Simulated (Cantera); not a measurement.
A perfectly stirred reactor is fed with H₂ : O₂ : N₂ = 1.9 : 1 : 1.2 (molar parts), equivalence ratio 0.95, at 263 Torr; it is held at 1250 K, and followed from long to short residence time.

Model: the H2/O2 subset of GRI-Mech 3.0, which has no nitrogen chemistry, integrated in Cantera. The temperature is held fixed by assumption; the heat of reaction is taken as removed at once.

Task: What does this change do: H2 1.9 to 7.3 parts?

Result: 
```tsv
quantity	before	after
x(H₂) at τ = 19.0 s	0.000148	0.623
x(O₂) at τ = 19.0 s	0.0159	1.74e-5
x(H) at τ = 19.0 s	2.64e-6	0.000390
x(HO₂) at τ = 19.0 s	1.39e-6	9.53e-9
x(O) at τ = 19.0 s	3.24e-6	4.47e-9
x(H₂) at τ = 95.0 ms	0.00421	0.619
x(O₂) at τ = 95.0 ms	0.0178	0.000249
x(H) at τ = 95.0 ms	0.000453	0.00543
x(HO₂) at τ = 95.0 ms	1.34e-5	1.38e-7
x(O) at τ = 95.0 ms	0.000140	8.94e-7
```
